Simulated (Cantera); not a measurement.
An isothermal, constant-pressure homogeneous reactor starts with CH₂O : O₂ : N₂ = 0.0031 : 0.013 : 1 (molar parts), at 1050 K and 413 Torr.

Computed with Cantera and GRI-Mech 3.0 (53 species, 325 reactions).

x: mole fraction; the columns are a selection and need not sum to one.

```json
[
 {"t (s)": "3.00e-5", "x CH₂O": "0.00305", "x O₂": "0.0128", "x N₂O": "<1e-12", "x CO": "4.31e-9", "x HCN": "<1e-12", "x C₂H₄": "<1e-12"},
 {"t (s)": "7.25e-5", "x CH₂O": "0.00305", "x O₂": "0.0128", "x N₂O": "<1e-12", "x CO": "1.14e-8", "x HCN": "<1e-12", "x C₂H₄": "<1e-12"},
 {"t (s)": "0.000175", "x CH₂O": "0.00305", "x O₂": "0.0128", "x N₂O": "<1e-12", "x CO": "2.95e-8", "x HCN": "<1e-12", "x C₂H₄": "<1e-12"},
 {"t (s)": "0.000424", "x CH₂O": "0.00305", "x O₂": "0.0128", "x N₂O": "<1e-12", "x CO": "7.93e-8", "x HCN": "<1e-12", "x C₂H₄": "<1e-12"},
 {"t (s)": "0.00103", "x CH₂O": "0.00305", "x O₂": "0.0128", "x N₂O": "<1e-12", "x CO": "2.38e-7", "x HCN": "<1e-12", "x C₂H₄": "<1e-12"},
 {"t (s)": "0.00248", "x CH₂O": "0.00305", "x O₂": "0.0128", "x N₂O": "<1e-12", "x CO": "9.16e-7", "x HCN": "<1e-12", "x C₂H₄": "<1e-12"},
 {"t (s)": "0.00599", "x CH₂O": "0.00305", "x O₂": "0.0128", "x N₂O": "2.35e-12", "x CO": "___", "x HCN": "<1e-12", "x C₂H₄": "<1e-12"},
 {"t (s)": "0.0145", "x CH₂O": "0.00297", "x O₂": "0.0127", "x N₂O": "3.15e-11", "x CO": "8.42e-5", "x HCN": "<1e-12", "x C₂H₄": "<1e-12"},
 {"t (s)": "0.0350", "x CH₂O": "0.00147", "x O₂": "0.0120", "x N₂O": "3.69e-10", "x CO": "0.00156", "x HCN": "<1e-12", "x C₂H₄": "<1e-12"},
 {"t (s)": "0.0847", "x CH₂O": "<1e-12", "x O₂": "0.0105", "x N₂O": "7.03e-8", "x CO": "0.00155", "x HCN": "<1e-12", "x C₂H₄": "<1e-12"},
 {"t (s)": "0.205", "x CH₂O": "<1e-12", "x O₂": "0.0100", "x N₂O": "1.56e-7", "x CO": "0.000550", "x HCN": "<1e-12", "x C₂H₄": "<1e-12"},
 {"t (s)": "0.495", "x CH₂O": "<1e-12", "x O₂": "0.00981", "x N₂O": "___", "x CO": "___", "x HCN": "<1e-12", "x C₂H₄": "<1e-12"},
 {"t (s)": "1.20", "x CH₂O": "<1e-12", "x O₂": "0.00975", "x N₂O": "2.35e-7", "x CO": "2.40e-5", "x HCN": "<1e-12", "x C₂H₄": "<1e-12"},
 {"t (s)": "2.90", "x CH₂O": "<1e-12", "x O₂": "0.00974", "x N₂O": "2.43e-7", "x CO": "3.19e-6", "x HCN": "<1e-12", "x C₂H₄": "<1e-12"},
 {"t (s)": "7.00", "x CH₂O": "<1e-12", "x O₂": "0.00974", "x N₂O": "2.40e-7", "x CO": "3.71e-7", "x HCN": "<1e-12", "x C₂H₄": "<1e-12"}
]
```

Q: What belongs in the gaps?

A: 
- 0.00599, x CO: 5.69e-6
- 0.495, x N₂O: 2.10e-7
- 0.495, x CO: 0.000136
